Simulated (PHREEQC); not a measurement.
# Buffer: an equilibrium model

Make-up at 60 °C: 1.5 mmol/kgw KHCO3 and 8 mmol/kgw NaOH. Closed to the air; pH follows from the charge balance.

All values are PHREEQC results (ion-association model, phreeqc.dat), not measurements.

```
Quantity                       Value
--------------------  --------------
pH                             10.79
ionic strength        0.0100 mol/kgw
specific conductance      3440 µS/cm
total alkalinity         9.50 meq/kg
```

```tsv
species	molality	activity	log γ
Na+	0.00758	0.00680	-0.047
OH-	0.00665	0.00594	-0.049
K+	0.00150	0.00134	-0.049
CO3-2	0.000930	0.000607	-0.185
NaCO3-	0.000417	0.000373	-0.048
HCO3-	0.000153	0.000137	-0.046
NaHCO3	4.39e-7	4.40e-7	0.001
CO2	4.34e-9	4.35e-9	0.001
```

No solid was allowed to form. Species that the database lacks are ignored. Constants without temperature data keep their 25 °C values here.
